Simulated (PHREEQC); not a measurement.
0.5 mol of Fluorite (CaF2) is brought to equilibrium with 1 kg of water holding 0.0062 mol LiCl, at 40 °C under several pressures of CO2. O2 is buffered at 0.21 atm. Only these solids could form: Fluorite, Calcite, Portlandite.

Computed with PHREEQC (ion-association model, wateq4f.dat).

| log pCO2 (atm) | pH | dissolved Ca (mol/kgw) | dissolved F (mol/kgw) | CO2 (mol/kgw) | HF (mol/kgw) |
|---|---|---|---|---|---|
| -5 | 6.54 | 0.000249 | 0.000497 | 2.37e-7 | 2.56e-7 |
| -4.5 | 6.32 | 0.000249 | 0.000497 | 7.49e-7 | 4.24e-7 |
| -4 | 6.08 | 0.000249 | 0.000497 | 2.37e-6 | 7.36e-7 |
| -3.5 | 5.84 | 0.000249 | 0.000498 | 7.49e-6 | 1.30e-6 |
| -3 | 5.59 | 0.000249 | 0.000499 | 2.37e-5 | 2.30e-6 |
| -2.5 | 5.34 | 0.000250 | 0.000500 | 7.49e-5 | 4.08e-6 |
| -2 | 5.09 | 0.000251 | 0.000502 | 0.000237 | 7.25e-6 |
| -1.5 | 4.84 | 0.000253 | 0.000506 | 0.000749 | 1.28e-5 |
| -1 | 4.59 | 0.000256 | 0.000513 | 0.00237 | 2.27e-5 |
| -0.5 | 4.34 | 0.000262 | 0.000525 | 0.00749 | 4.01e-5 |
| 0 | 4.09 | 0.000273 | 0.000546 | 0.0237 | 7.02e-5 |

Species that the database lacks are ignored. Constants without temperature data keep their 25 °C values here.
